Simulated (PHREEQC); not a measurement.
Consider water at 40 °C with 3.6 mmol/kgw CuCl2, 3.6 mmol/kgw NaOH and 0.031 mmol/kgw HNO3. Closed to the air; pH follows from the charge balance.

Model: ion-association model, wateq4f.dat, run in PHREEQC.

Each row changes one thing in this solution. This is a speciation only: nothing precipitates in the calculation.

```
case                                              pH  ionic strength (mol/kgw)  Cu2(OH)2+2 (mol/kgw)  Cu+2 (mol/kgw)  Cu(OH)2 (mol/kgw)  CuCl+ (mol/kgw)  SI of Cu2(OH)3NO3 (Cu2(OH)3NO3)  SI of Cu(OH)2 (Cu(OH)2)
----------------------------------------------  ----  ------------------------  --------------------  --------------  -----------------  ---------------  -------------------------------  -----------------------
as made                                         6.91                   0.00901               0.00139        0.000406           0.000386          1.08e-5                            +0.44                    +2.16
HNO3 replaced by Ni(NO3)2 at the same molality  6.93                   0.00906               0.00139        0.000391           0.000401          1.03e-5                            +0.75                    +2.18
CuCl2 from 0.0036 to 0.018 mol/kgw              5.52                    0.0498               0.00176          0.0132            1.43e-5          0.00118                            -1.08                    +0.73
HNO3 replaced by Cu(NO3)2 at the same molality  6.91                   0.00906               0.00140        0.000408           0.000388          1.08e-5                            +0.74                    +2.17
6.4e-05 mol/kgw SrBr2 added                     6.91                   0.00920               0.00139        0.000406           0.000386          1.07e-5                            +0.44                    +2.16
```

Species that the database lacks are ignored. Some of these states are supersaturated (in Atacamite, Cu(OH)2, for instance). Constants without temperature data keep their 25 °C values here. The database's constant for dissolved Cu(OH)2 is higher than later reviews accept.
